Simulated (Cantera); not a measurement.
A Cantera script and what it prints.

```python
import numpy as np
import cantera as ct

gas_names = """
    CL CL2 H HCL H2 Si SiCL SiCL2 SiCL3 SiCL4 SiH SiHCL3 SiH2 SiH2CL2 SiH3 SiH3CL SiH4 Si2 Si3
""".split()
cond_names = """
    Si(cr) Si(L)
""".split()


# ... load() reads the species with a 1 bar reference pressure and builds the phases ...
atoms = {
    'SiHCl3': {'Si': 1, 'H': 1, 'CL': 3},
    'HCl': {'H': 1, 'CL': 1},
    'H2': {'H': 2},
}
top_T = {}  # K; cautious upper limits of use, not melting points


# ... equilibrate(T, P, feed) seeds the gas with the atoms and calls Mixture.equilibrate('TP', solver="vcs", rtol=1e-11, max_steps=5000) ...
results = []
feed = {'SiHCl3': 1, 'HCl': 1.3, 'H2': 82}  # mol
P = 100000  # Pa
for T in [1448, 1548, 1648, 1748, 1848, 1948, 2048, 2148, 2248]:
    mix = equilibrate(T, P, feed)
    results.append((T, P, feed, dict(zip(mix.species_names, mix.species_moles))))

top = {s: max(r[3][s] / sum(r[3][g] for g in gas_names) for r in results) for s in gas_names}
cols = sorted((s for s in top if top[s] > 1e-05), key=lambda s: -top[s])[:8]
seen = [c for c in cond_names if any(r[3].get(c, 0) > 1e-12 for r in results)]
print("log10 of partial pressures in bar; condensed amounts in mol")
print(f"{'T/K':>10s}" + "".join(f"{s[:9]:>10s}" for s in cols + seen))
for T, P, feed, n in results:
    ng = sum(n[g] for g in gas_names)
    print(f"{T:10.4g}" + "".join(f"{np.log10(max(n[s] / ng * P / 1e5, 1e-99)):10.3f}" for s in cols)
          + "".join(f"{n.get(c, 0):10.4g}" for c in seen))
```

Output:

```
log10 of partial pressures in bar; condensed amounts in mol
       T/K        H2       HCL         H     SiCL2    SiHCL3        Si     SiCL3      SiH2    Si(cr)     Si(L)
      1448    -0.019    -1.436    -5.045    -2.364    -3.208    -8.534    -3.243    -6.145    0.4858         0
      1548    -0.020    -1.420    -4.521    -2.297    -3.650    -7.498    -3.441    -5.584    0.5026         0
      1648    -0.020    -1.416    -4.060    -2.263    -4.070    -6.589    -3.648    -5.092    0.4986         0
      1748    -0.020    -1.408    -3.651    -2.273    -4.476    -5.837    -3.865    -4.708         0    0.5235
      1848    -0.020    -1.396    -3.286    -2.309    -4.858    -5.203    -4.081    -4.401         0    0.5648
      1948    -0.021    -1.386    -2.957    -2.346    -5.205    -4.634    -4.278    -4.127         0    0.5954
      2048    -0.022    -1.379    -2.661    -2.381    -5.520    -4.122    -4.460    -3.880         0    0.6127
      2148    -0.023    -1.374    -2.391    -2.417    -5.809    -3.658    -4.628    -3.657         0    0.6099
      2248    -0.025    -1.371    -2.146    -2.452    -6.076    -3.236    -4.785    -3.455         0    0.5714
```

Equilibrium computed with Cantera from the NASA thermochemical tables; the gas is ideal and each condensed phase is pure. The tables' values for SiCl3, SiCl are old estimates; treat these amounts as uncertain. Gases not in the tables: Si2H6 and higher silanes.
